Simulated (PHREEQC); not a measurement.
0.019 g of hydrous ferric oxide (600 m²/g; 0.2 weak and 0.005 strong sites per Fe, Dzombak-Morel constants, diffuse double layer) in 1 kg of water with 0.1 mol/kgw of an inert sodium salt and 1.2e-06 mol ZnSO4, at 25 °C; the pH is set by adding NaOH or the inert anion's acid. Oxygen is held at 0.21 atm. CO2 from the air is kept out. No solid was allowed to form.

Base run: PHREEQC, ion-association model, wateq4f.dat. Each further column changes one thing. The table gives Zn sorbed (%).

| pH | base | no electrostatic term (-no_edl) | background salt from 0.1 to 0.01 mol/kgw | oxide from 0.019 to 0.095 g/kgw | 6.9e-06 mol/kgw CaCl2 added |
|---|---|---|---|---|---|
| 4 | 0.0 | 0.0 | 0.0 | 0.0 | 0.0 |
| 5 | 0.1 | 0.2 | 0.1 | 0.6 | 0.1 |
| 6.5 | 27.9 | 49.4 | 29.7 | 70.0 | 27.9 |
| 7.5 | 87.2 | 94.0 | 90.0 | 99.2 | 87.2 |
| 8.5 | 99.5 | 99.0 | 99.7 | 100.0 | 99.4 |
| 9.5 | 99.7 | 91.9 | 99.8 | 100.0 | 99.2 |
| 11 | 98.0 | 4.8 | 99.4 | 99.9 | 90.2 |
| 12 | 65.2 | 0.0 | 88.8 | 95.6 | 31.7 |
